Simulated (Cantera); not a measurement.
What does this Cantera script print?

```python
import numpy as np
import cantera as ct

gas_names = [...]  # 127 gases of nasa_gas.yaml made of C, Fe, H, O, S
cond_names = """
    C(gr) C6H6(L) C7H8(L) C8H18(L),n-octa Fe(a) Fe(c) Fe(d) Fe(L) FeC5O5(L) FeO(s) FeO(L) Fe(OH)2(s)
    Fe(OH)3(s) FeS(a) FeS(b) FeS(c) FeS(L) FeSO4(s) FeS2(s) Fe2O3(s) Fe2S3O12(s) Fe3O4(s) H2O(s) H2O(L)
    H2SO4(L) S(cr1) S(cr2) S(L)
""".split()


# ... load() reads the species with a 1 bar reference pressure and builds the phases ...
atoms = {
    'Fe2O3': {'Fe': 2, 'O': 3},
    'SO3': {'S': 1, 'O': 3},
    'CO2': {'C': 1, 'O': 2},
    'H2S': {'H': 2, 'S': 1},
}
top_T = {'C(gr)': 4500, 'FeSO4(s)': 950, 'FeS2(s)': 1010, 'Fe2O3(s)': 1830, 'Fe2S3O12(s)': 1100, 'Fe3O4(s)': 1870}  # K; cautious upper limits of use, not melting points


# ... equilibrate(T, P, feed) seeds the gas with the atoms and calls Mixture.equilibrate('TP', solver="vcs", rtol=1e-11, max_steps=5000) ...
results = []
feed = {'Fe2O3': 1, 'SO3': 0.059, 'CO2': 0.43, 'H2S': 0.53}  # mol
T = 798  # K
P = 13332.2  # Pa
mix = equilibrate(T, P, feed)
results.append((T, P, feed, dict(zip(mix.species_names, mix.species_moles))))
x = sorted(zip(gas.X, gas.species_names), reverse=True)
print(f"T = {T:g} K  P = {P:g} Pa  gas = {mix.phase_moles(0):.4g} mol")
print("   x: " + "  ".join(f"{s} {v:.3e}" for v, s in x if v > 1e-06))
print("   condensed (mol): " + ("  ".join(f"{mix.phase(i).name} {mix.phase_moles(i):.4g}"
      for i in range(1, mix.n_phases) if mix.phase_moles(i) > 1e-12) or "none"))
```

Output:

```
T = 798 K  P = 13332.2 Pa  gas = 1.101 mol
   x: H2O 4.762e-01  CO2 3.903e-01  SO2 1.269e-01  H2S 4.848e-03  S2 1.399e-03  H2 1.714e-04  S2O 1.023e-04  CO 3.284e-05  COS 3.052e-05
   condensed (mol): FeS2(s) 0.2203  Fe3O4(s) 0.5932
```

Method: chemical equilibrium by Gibbs-energy minimisation in Cantera with the NASA 1993 tables (ideal gas, pure condensed phases). Gases not in the tables: S3 to S7.
